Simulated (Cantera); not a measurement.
Feed: 1 mol PbO, a varied amount of CO, held at 0.133 bar.

Equilibrium computed with Cantera from the NASA thermochemical tables; the gas is ideal and each condensed phase is pure. Candidate condensed phases: C, Pb, PbO, PbO₂, Pb₃O₄; 15 gas species. Kinetics and transport are ignored.

Stable condensed phases, one row left out:

```
T in K \ n(CO) in mol
           2 2.4 2.9 3.5 4.3 5.2 6.3 7.6 9.3  11
   2098    A   A   A   A   A   A   A   A   A   A
   2023    A   A   A   A   A   A   A   A   A   A
   1948    A   A   A   A   A   A   A   A   A   A
   1873    A   A   A   A   A   A   A   A   A   A
   1798    A   A   A   A   A   A   A   A   A   A
   1723    A   A   A   A   A   A   A   A   A   A
   1648    A   A   A   A   A   A   A   A   A   A
   1573    A   A   A   A   A   A   A   A   A   A
   1498    B   B   B   B   B   A   A   A   A   A
   1348    B   B   B   B   B   B   B   B   B   B
   1273    B   B   B   B   B   B   B   B   B   B
   1198    B   B   B   B   B   B   B   B   B   B
   1123    B   B   B   B   B   B   B   B   B   B
```

A: gas only; B: Pb.

Task: Give the row for 1423 K.

Result: 2: Pb; 2.4: Pb; 2.9: Pb; 3.5: Pb; 4.3: Pb; 5.2: Pb; 6.3: Pb; 7.6: Pb; 9.3: Pb; 11: gas only.
